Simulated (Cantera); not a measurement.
Input (Python, Cantera) and output of one run.

```python
import numpy as np
import cantera as ct

gas_names = """
    H HNO HNO2 HNO3 HO2 H2 H2O H2O2 N NH NH2 NH3 NH2OH NO NO2 NO3 N2 N2H2 N2H4 N2O O OH O2 O3 Si SiH
    SiH2 SiH3 SiH4 SiN SiO SiO2 Si2 Si2N Si3
""".split()
cond_names = """
    H2O(s) H2O(L) Si(cr) Si(L) SiO2(Lqz) SiO2(hqz) SiO2(L) Si2N2O(s) Si3N4(a)
""".split()


# ... load() reads the species with a 1 bar reference pressure and builds the phases ...
atoms = {
    'Si3N4': {'Si': 3, 'N': 4},
    'N2O': {'N': 2, 'O': 1},
    'H2': {'H': 2},
}
top_T = {'Si2N2O(s)': 2100, 'Si3N4(a)': 2400}  # K; cautious upper limits of use, not melting points


# ... equilibrate(T, P, feed) seeds the gas with the atoms and calls Mixture.equilibrate('TP', solver="vcs", rtol=1e-11, max_steps=5000) ...
results = []
feed = {'Si3N4': 1, 'N2O': 1.1, 'H2': 210}  # mol
P = 100000  # Pa
for T in [1148, 1223, 1298, 1373, 1448, 1523, 1598, 1673, 1748, 1823, 1898, 1973, 2048, 2123]:
    mix = equilibrate(T, P, feed)
    results.append((T, P, feed, dict(zip(mix.species_names, mix.species_moles))))
    x = sorted(zip(gas.X, gas.species_names), reverse=True)
    print(f"T = {T:g} K  P = {P:g} Pa  gas = {mix.phase_moles(0):.4g} mol")
    print("   x: " + "  ".join(f"{s} {v:.3e}" for v, s in x if v > 1e-05))
    print("   condensed (mol): " + ("  ".join(f"{mix.phase(i).name} {mix.phase_moles(i):.4g}"
          for i in range(1, mix.n_phases) if mix.phase_moles(i) > 1e-12) or "none"))
```

It prints:

```
T = 1148 K  P = 100000 Pa  gas = 211.5 mol
   x: H2 9.931e-01  N2 6.926e-03  NH3 2.029e-05
   condensed (mol): Si2N2O(s) 1.1  Si3N4(a) 0.2667
T = 1223 K  P = 100000 Pa  gas = 211.5 mol
   x: H2 9.931e-01  N2 6.929e-03  NH3 1.417e-05
   condensed (mol): Si2N2O(s) 1.1  Si3N4(a) 0.2667
T = 1298 K  P = 100000 Pa  gas = 211.5 mol
   x: H2 9.931e-01  N2 6.931e-03  NH3 1.030e-05
   condensed (mol): Si2N2O(s) 1.1  Si3N4(a) 0.2667
T = 1373 K  P = 100000 Pa  gas = 211.5 mol
   x: H2 9.931e-01  N2 6.932e-03
   condensed (mol): Si2N2O(s) 1.1  Si3N4(a) 0.2667
T = 1448 K  P = 100000 Pa  gas = 211.5 mol
   x: H2 9.931e-01  N2 6.933e-03
   condensed (mol): Si2N2O(s) 1.1  Si3N4(a) 0.2667
T = 1523 K  P = 100000 Pa  gas = 211.5 mol
   x: H2 9.930e-01  N2 6.933e-03  H 2.303e-05
   condensed (mol): Si2N2O(s) 1.1  Si3N4(a) 0.2667
T = 1598 K  P = 100000 Pa  gas = 211.5 mol
   x: H2 9.930e-01  N2 6.935e-03  H 5.304e-05
   condensed (mol): Si2N2O(s) 1.099  Si3N4(a) 0.2668
T = 1673 K  P = 100000 Pa  gas = 211.5 mol
   x: H2 9.929e-01  N2 6.942e-03  H 1.135e-04  SiO 1.944e-05
   condensed (mol): Si2N2O(s) 1.096  Si3N4(a) 0.2678
T = 1748 K  P = 100000 Pa  gas = 211.5 mol
   x: H2 9.927e-01  N2 6.981e-03  H 2.276e-04  SiO 1.137e-04  SiH2 1.328e-05
   condensed (mol): Si2N2O(s) 1.076  Si3N4(a) 0.2736
T = 1823 K  P = 100000 Pa  gas = 212.3 mol
   x: H2 9.889e-01  N2 1.002e-02  SiO 5.973e-04  H 4.308e-04  SiH2 3.473e-05
   condensed (mol): Si(L) 0.9173  Si2N2O(s) 0.9731
T = 1898 K  P = 100000 Pa  gas = 213.9 mol
   x: H2 9.814e-01  N2 1.354e-02  SiO 4.186e-03  H 7.744e-04  SiH2 5.651e-05  Si 1.228e-05  SiH 1.062e-05
   condensed (mol): Si(L) 1.679  Si2N2O(s) 0.2039
T = 1973 K  P = 100000 Pa  gas = 214.4 mol
   x: H2 9.789e-01  N2 1.446e-02  SiO 5.128e-03  H 1.335e-03  SiH2 8.895e-05  Si 3.155e-05  SiH 2.258e-05
   condensed (mol): Si(L) 1.869
T = 2048 K  P = 100000 Pa  gas = 214.5 mol
   x: H2 9.779e-01  N2 1.445e-02  SiO 5.126e-03  H 2.214e-03  SiH2 1.356e-04  Si 7.557e-05  SiH 4.542e-05
   condensed (mol): Si(L) 1.843
T = 2123 K  P = 100000 Pa  gas = 214.6 mol
   x: H2 9.764e-01  N2 1.444e-02  SiO 5.123e-03  H 3.545e-03  SiH2 2.003e-04  Si 1.700e-04  SiH 8.683e-05
   condensed (mol): Si(L) 1.798
```

Cantera equilibrium calculation (NASA polynomials, part measured and part estimated; ideal gas, pure solids and liquids). Mutual solubility and eutectic melting of coexisting phases are not modelled. Gases not in the tables: Si2H6 and higher silanes.
